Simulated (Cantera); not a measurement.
A Cantera script and what it prints.

```python
import numpy as np
import cantera as ct

gas_names = """
    Ba BaF BaF2 F F2 H HF H2 H2F2 H3F3 H4F4 H5F5 H6F6 H7F7
""".split()
cond_names = """
    Ba(cr) Ba(L) BaF2(a) BaF2(b,c) BaF2(L)
""".split()


# ... load() reads the species with a 1 bar reference pressure and builds the phases ...
atoms = {
    'BaF2': {'Ba': 1, 'F': 2},
    'HF': {'H': 1, 'F': 1},
    'H2': {'H': 2},
}
top_T = {}  # K; cautious upper limits of use, not melting points


# ... equilibrate(T, P, feed) seeds the gas with the atoms and calls Mixture.equilibrate('TP', solver="vcs", rtol=1e-11, max_steps=5000) ...
results = []
feed = {'BaF2': 1, 'HF': 0.18, 'H2': 0.48}  # mol
P = 10000  # Pa
for T in [1000, 1075, 1150, 1225, 1300, 1375, 1450, 1525, 1600, 1675, 1750, 1825, 1900]:
    mix = equilibrate(T, P, feed)
    results.append((T, P, feed, dict(zip(mix.species_names, mix.species_moles))))

top = {s: max(r[3][s] / sum(r[3][g] for g in gas_names) for r in results) for s in gas_names}
cols = sorted((s for s in top if top[s] > 0.001), key=lambda s: -top[s])[:8]
seen = [c for c in cond_names if any(r[3].get(c, 0) > 1e-12 for r in results)]
print("log10 of partial pressures in bar; condensed amounts in mol")
print(f"{'T/K':>10s}" + "".join(f"{s[:9]:>10s}" for s in cols + seen))
for T, P, feed, n in results:
    ng = sum(n[g] for g in gas_names)
    print(f"{T:10.4g}" + "".join(f"{np.log10(max(n[s] / ng * P / 1e5, 1e-99)):10.3f}" for s in cols)
          + "".join(f"{n.get(c, 0):10.4g}" for c in seen))
```

Result:

```
log10 of partial pressures in bar; condensed amounts in mol
       T/K        H2        HF      BaF2         H   BaF2(a) BaF2(b,c)   BaF2(L)
      1000    -1.138    -1.564   -11.023    -9.213         1         0         0
      1075    -1.138    -1.564    -9.619    -8.403         1         0         0
      1150    -1.138    -1.564    -8.410    -7.696         1         0         0
      1225    -1.138    -1.564    -7.362    -7.075         1         0         0
      1300    -1.138    -1.564    -6.448    -6.525         1         0         0
      1375    -1.138    -1.564    -5.645    -6.034         1         0         0
      1450    -1.138    -1.564    -4.936    -5.593    0.9999         0         0
      1525    -1.139    -1.564    -4.307    -5.195         0    0.9997         0
      1600    -1.139    -1.565    -3.744    -4.834         0    0.9988         0
      1675    -1.141    -1.567    -3.252    -4.506         0         0    0.9963
      1750    -1.145    -1.571    -2.824    -4.206         0         0    0.9899
      1825    -1.155    -1.581    -2.436    -3.934         0         0    0.9748
      1900    -1.178    -1.602    -2.081    -3.689         0         0    0.9398
```

Method: chemical equilibrium by Gibbs-energy minimisation in Cantera with the NASA 1993 tables (ideal gas, pure condensed phases).
